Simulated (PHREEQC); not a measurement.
## Reverse-osmosis permeate: an equilibrium model

Model water analysis in mg/L, 25 °C, pH 6.59, pe 12.7:

```csv
constituent,mg/L
Na,4.39
K,1.05
Ca,8.19
Mg,1.91
Cl,2.17
S(6) as SO4,0.393
Alkalinity as HCO3,41.2
Cd,0.258
```

Valence states are taken as typed.

Computed with PHREEQC (ion-association model, wateq4f.dat).

No solid was allowed to form.

What charge-balance error does the model give?

charge-balance error 2.9 %.

In which forms is S present?

SO4-2 96 %, CaSO4 2.9 %, MgSO4 1.3 % of the S.
